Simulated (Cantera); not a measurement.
A Cantera script and what it prints.

```python
import numpy as np
import cantera as ct

gas_names = """
    C CN CO CO2 C2 CCN CNC C2N2 C2O C3 C3O2 C4 C4N2 C5 Fe FeC5O5 FeO N NCO NO NO2 NO3 N2 N2O O O2 O3
""".split()
cond_names = """
    C(gr) Fe(a) Fe(c) Fe(d) Fe(L) FeC5O5(L) FeO(s) FeO(L) Fe2O3(s) Fe3O4(s)
""".split()


# ... load() reads the species with a 1 bar reference pressure and builds the phases ...
atoms = {
    'Fe(CO)5': {'Fe': 1, 'C': 5, 'O': 5},
    'CO': {'C': 1, 'O': 1},
    'N2': {'N': 2},
}
top_T = {'C(gr)': 4500, 'Fe2O3(s)': 1830, 'Fe3O4(s)': 1870}  # K; cautious upper limits of use, not melting points


# ... equilibrate(T, P, feed) seeds the gas with the atoms and calls Mixture.equilibrate('TP', solver="vcs", rtol=1e-11, max_steps=5000) ...
results = []
feed = {'Fe(CO)5': 1, 'CO': 0.86, 'N2': 17}  # mol
T = 1348.15  # K
for P in [10, 36, 130, 460, 1700, 6000, 22000, 77000, 280000, 1000000]:
    mix = equilibrate(T, P, feed)
    results.append((T, P, feed, dict(zip(mix.species_names, mix.species_moles))))

top = {s: max(r[3][s] / sum(r[3][g] for g in gas_names) for r in results) for s in gas_names}
cols = sorted((s for s in top if top[s] > 0.001), key=lambda s: -top[s])[:7]
seen = [c for c in cond_names if any(r[3].get(c, 0) > 1e-12 for r in results)]
print("log10 of partial pressures in bar; condensed amounts in mol")
print(f"{'P/Pa':>10s}" + "".join(f"{s[:9]:>10s}" for s in cols + seen))
for T, P, feed, n in results:
    ng = sum(n[g] for g in gas_names)
    print(f"{P:10.4g}" + "".join(f"{np.log10(max(n[s] / ng * P / 1e5, 1e-99)):10.3f}" for s in cols)
          + "".join(f"{n.get(c, 0):10.4g}" for c in seen))
```

Output:

```
log10 of partial pressures in bar; condensed amounts in mol
      P/Pa        N2        CO       CO2     C(gr)     Fe(c)
        10    -4.129    -4.591   -11.709 4.366e-07    0.9991
        36    -3.572    -4.035   -10.596 1.601e-06    0.9997
       130    -3.015    -3.477    -9.481 5.804e-06    0.9999
       460    -2.466    -2.928    -8.383 2.056e-05         1
      1700    -1.898    -2.361    -7.248 7.599e-05         1
      6000    -1.350    -1.813    -6.152 0.0002682         1
   2.2e+04    -0.786    -1.249    -5.024 0.0009829         1
   7.7e+04    -0.242    -0.705    -3.937  0.003435         1
   2.8e+05     0.319    -0.146    -2.818   0.01242         1
     1e+06     0.872     0.403    -1.720   0.04347         1
```

These are equilibrium values from Cantera (NASA tables, ideal gas, pure condensed phases), not measurements of a reactor. Condensed phases not in the tables: cementite and carbon dissolved in iron.
